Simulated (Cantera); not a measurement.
Mixture: CH₄ : H₂ : O₂ : N₂ = 1 : 0.83 : 3.18 : 11.9 (molar parts), at 101000 Pa, adiabatic and at constant volume. Ignition delay is the time to a rise of 400 K.

Cantera simulation using GRI-Mech 3.0 (53 species, 325 reactions); the numbers are that mechanism's predictions, not measurements. Below about 1000 K GRI-Mech 3.0 lacks low-temperature oxidation paths.

Predict: delay at 975 K; delay at 1025 K; delay at 1075 K; delay at 1125 K; delay at 1175 K; delay at 1225 K; delay at 1275 K; apparent activation energy between 1175 and 1275 K.


| Property | Value |
|---|---|
| delay at 975 K | 11.9 ms |
| delay at 1025 K | 5.12 ms |
| delay at 1075 K | 2.84 ms |
| delay at 1125 K | 1.73 ms |
| delay at 1175 K | 1.10 ms |
| delay at 1225 K | 0.724 ms |
| delay at 1275 K | 0.493 ms |
| apparent activation energy between 1175 and 1275 K | 100 kJ/mol |
